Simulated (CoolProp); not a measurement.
R142b at 448.76 K and 3.21 MPa is throttled through a valve to 1.95 MPa with no heat exchange. Each further row changes one setting.

Model: reference Helmholtz-energy equation of state, Lemmon 2006, in CoolProp. It is a short technical equation, of lower accuracy than the large ones.

| case | temperature change (K) | final density (kg/m³) |
|---|---|---|
| as stated | -12.0 | 63.3 |
| outlet pressure 0.585 MPa | -24.7 | 17.5 |
| outlet pressure 2.54 MPa | -6.4 | 85.5 |
